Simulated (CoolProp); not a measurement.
R1336mzz(E) along the isobar 1.01 bar: Z from the reference equation and from simpler models built on Tc = 403.5 K, pc = 27.79 bar, ω = 0.413; each cubic takes its own stable root.

Model: reference Helmholtz-energy equation of state, Akasaka 2023, in CoolProp.

| T (K) | phase | reference |
|---|---|---|
| 238.7 | liquid | 0.005617 |
| 257.7 | liquid | 0.005376 |
| 276.7 | liquid | 0.005190 |
| 295.8 | gas | 0.9596 |
| 314.8 | gas | 0.9677 |
| 333.9 | gas | 0.9739 |
| 352.9 | gas | 0.9786 |
| 371.9 | gas | 0.9823 |
| 391 | gas | 0.9852 |
| 410 | gas | 0.9876 |

Problem. How far does each simpler model (van der Waals, Redlich-Kwong, Peng-Robinson) lie from the reference over these 10 states: mean and median of the absolute difference, and the worst?

Solution. 
- van der Waals: mean 5361.4 %, median 1.1 %, worst +18655.3 % at 276.7 K and 1.01 bar
- Redlich-Kwong: mean 3616.4 %, median 0.6 %, worst +18466.5 % at 276.7 K and 1.01 bar
- Peng-Robinson: mean 0.4 %, median 0.1 %, worst +1.0 % at 238.7 K and 1.01 bar

At some of these states van der Waals, Redlich-Kwong gives the other phase, because its saturation line lies elsewhere.
